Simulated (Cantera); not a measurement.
A freely propagating, adiabatic, planar premixed flame of CH4 : O2 : N2 : H2O = 1 : 1.43 : 4.71 : 0.38 (molar parts), unburnt at 373 K and 1.00 bar; mixture-averaged transport, grid criteria slope 0.08 and curve 0.16, no radiation.

Cantera simulation using GRI-Mech 3.0 (53 species, 325 reactions); the numbers are that mechanism's predictions, not measurements. Burning velocities carry a grid error of a few per cent, more on coarse grids.

x: mole fraction of selected species; z is measured from the peak of heat release.

| z (mm) | T (K) | u (m/s) | x CH4 | x O2 | x H2O | x CO | x HO2 | x H2O2 |
|---|---|---|---|---|---|---|---|---|
| -2.28 | 373 | 0.259 | 0.133 | 0.190 | 0.0504 | 5.28e-6 | 2.11e-8 | [?] |
| -1.52 | 377 | 0.262 | 0.132 | 0.189 | 0.0506 | 6.39e-5 | 2.56e-7 | [?] |
| -1.14 | 394 | 0.276 | 0.129 | 0.186 | 0.0523 | 0.000438 | 1.81e-6 | [?] |
| -0.760 | 523 | 0.372 | 0.119 | 0.176 | 0.0664 | 0.00394 | 1.95e-5 | [?] |
| -0.380 | 1031 | 0.753 | 0.0797 | 0.128 | 0.123 | 0.0245 | 7.36e-5 | [?] |
| -0.190 | 1437 | 1.06 | 0.0448 | 0.0811 | 0.169 | 0.0465 | 7.81e-5 | [?] |
| 0 | 1796 | 1.34 | 0.0132 | 0.0324 | 0.210 | 0.0692 | 2.94e-5 | [?] |
| 0.190 | 1960 | 1.47 | 0.00238 | 0.00837 | 0.227 | 0.0772 | 4.53e-6 | [?] |
| 0.380 | 2008 | 1.50 | 0.000524 | 0.00198 | 0.229 | 0.0765 | 7.81e-7 | [?] |
| 0.760 | 2030 | 1.52 | 6.15e-5 | 0.000170 | 0.227 | 0.0739 | 7.60e-8 | [?] |
| 1.52 | 2040 | 1.52 | 4.75e-6 | 3.30e-5 | 0.225 | 0.0727 | 2.39e-8 | <1e-8 |
| 3.04 | 2047 | 1.53 | 2.71e-7 | 1.78e-5 | 0.226 | 0.0727 | 1.22e-8 | <1e-8 |
| 6.08 | 2053 | 1.53 | 1.21e-8 | 8.37e-6 | 0.226 | 0.0728 | <1e-8 | <1e-8 |

Task: Some entries are withheld; supply them.

Result: 
- -2.28, x H2O2: 1.42e-8
- -1.52, x H2O2: 1.70e-7
- -1.14, x H2O2: 1.13e-6
- -0.760, x H2O2: 8.00e-6
- -0.380, x H2O2: 1.87e-5
- -0.190, x H2O2: 5.94e-6
- 0, x H2O2: 1.16e-6
- 0.190, x H2O2: 2.41e-7
- 0.380, x H2O2: 5.76e-8
- 0.760, x H2O2: 1.56e-8
